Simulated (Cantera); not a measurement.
Input (Python, Cantera) and output of one run.

```python
import numpy as np
import cantera as ct

gas_names = """
    H H2 H2S Pb PbS Pb2 S SH S2 S8
""".split()
cond_names = """
    Pb(cr) Pb(L) PbS(s) PbS(L) S(cr1) S(cr2) S(L)
""".split()


# ... load() reads the species with a 1 bar reference pressure and builds the phases ...
atoms = {
    'PbS': {'Pb': 1, 'S': 1},
    'H2': {'H': 2},
}
top_T = {}  # K; cautious upper limits of use, not melting points


# ... equilibrate(T, P, feed) seeds the gas with the atoms and calls Mixture.equilibrate('TP', solver="vcs", rtol=1e-11, max_steps=5000) ...
results = []
feed = {'PbS': 1, 'H2': 510}  # mol
T = 1898  # K
P = 10000  # Pa
mix = equilibrate(T, P, feed)
results.append((T, P, feed, dict(zip(mix.species_names, mix.species_moles))))
x = sorted(zip(gas.X, gas.species_names), reverse=True)
print(f"T = {T:g} K  P = {P:g} Pa  gas = {mix.phase_moles(0):.4g} mol")
print("   x: " + "  ".join(f"{s} {v:.3e}" for v, s in x if v > 0.001))
print("   condensed (mol): " + ("  ".join(f"{mix.phase(i).name} {mix.phase_moles(i):.4g}"
      for i in range(1, mix.n_phases) if mix.phase_moles(i) > 1e-12) or "none"))
```

Result:

```
T = 1898 K  P = 10000 Pa  gas = 511.7 mol
   x: H2 9.938e-01  H 2.464e-03  Pb 1.864e-03  H2S 1.442e-03
   condensed (mol): none
```

These are equilibrium values from Cantera (NASA tables, ideal gas, pure condensed phases), not measurements of a reactor.
